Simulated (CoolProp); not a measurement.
Carbon monoxide along the isotherm 149.7 K: Z from the reference equation and from simpler models built on Tc = 132.9 K, pc = 3.498 MPa, ω = 0.050; each cubic takes its own stable root.

Model: reference Helmholtz-energy equation of state, Lemmon 2006, in CoolProp. It is a short technical equation, of lower accuracy than the large ones.

```json
[
 {"p (MPa)": "0.795", "phase": "gas", "reference": "0.9453", "van der Waals": "0.9476", "Redlich-Kwong": "___", "Soave-Redlich-Kwong": "0.9447", "Peng-Robinson": "0.9371"},
 {"p (MPa)": "1.59", "phase": "gas", "reference": "0.8870", "van der Waals": "0.8904", "Redlich-Kwong": "___", "Soave-Redlich-Kwong": "0.8861", "Peng-Robinson": "0.8715"},
 {"p (MPa)": "2.39", "phase": "gas", "reference": "0.8240", "van der Waals": "0.8262", "Redlich-Kwong": "0.8201", "Soave-Redlich-Kwong": "0.8232", "Peng-Robinson": "0.8022"},
 {"p (MPa)": "3.18", "phase": "gas", "reference": "0.7564", "van der Waals": "0.7537", "Redlich-Kwong": "0.7515", "Soave-Redlich-Kwong": "0.7563", "Peng-Robinson": "0.7300"},
 {"p (MPa)": "3.98", "phase": "supercritical", "reference": "0.6813", "van der Waals": "0.6663", "Redlich-Kwong": "0.6759", "Soave-Redlich-Kwong": "___", "Peng-Robinson": "0.6529"},
 {"p (MPa)": "4.77", "phase": "supercritical", "reference": "___", "van der Waals": "0.5621", "Redlich-Kwong": "___", "Soave-Redlich-Kwong": "0.6075", "Peng-Robinson": "0.5751"},
 {"p (MPa)": "5.57", "phase": "supercritical", "reference": "___", "van der Waals": "0.4800", "Redlich-Kwong": "0.5232", "Soave-Redlich-Kwong": "0.5372", "Peng-Robinson": "0.5048"},
 {"p (MPa)": "6.36", "phase": "supercritical", "reference": "0.4615", "van der Waals": "0.4666", "Redlich-Kwong": "0.4806", "Soave-Redlich-Kwong": "0.4939", "Peng-Robinson": "0.4611"},
 {"p (MPa)": "7.16", "phase": "supercritical", "reference": "0.4413", "van der Waals": "0.4805", "Redlich-Kwong": "0.4685", "Soave-Redlich-Kwong": "0.4794", "Peng-Robinson": "0.4447"},
 {"p (MPa)": "7.95", "phase": "supercritical", "reference": "0.4441", "van der Waals": "0.5033", "Redlich-Kwong": "___", "Soave-Redlich-Kwong": "0.4821", "Peng-Robinson": "0.4449"},
 {"p (MPa)": "8.75", "phase": "supercritical", "reference": "0.4574", "van der Waals": "___", "Redlich-Kwong": "0.4855", "Soave-Redlich-Kwong": "0.4934", "Peng-Robinson": "0.4535"}
]
```

Some entries are withheld; supply them.


- 0.795, Redlich-Kwong: 0.9439
- 1.59, Redlich-Kwong: 0.8843
- 3.98, Soave-Redlich-Kwong: 0.6833
- 4.77, reference: 0.6005
- 4.77, Redlich-Kwong: 0.5966
- 5.57, reference: 0.5188
- 7.95, Redlich-Kwong: 0.4730
- 8.75, van der Waals: 0.5303
